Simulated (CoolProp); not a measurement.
Values from CoolProp's reference Helmholtz-energy equation of state, Lemmon 2003. It is a pseudo-pure fit of the blend.

Q: For R407C, give the phase and the expansivity (1/kK), Prandtl number at 408.9 K and 0.807 MPa.

A: 
- 408.9 K and 0.807 MPa: gas; expansivity 2.84, Prandtl number 0.792

Viscosity comes from a separate model (Geller 2000). Thermal conductivity comes from a separate model (Geller 2001).
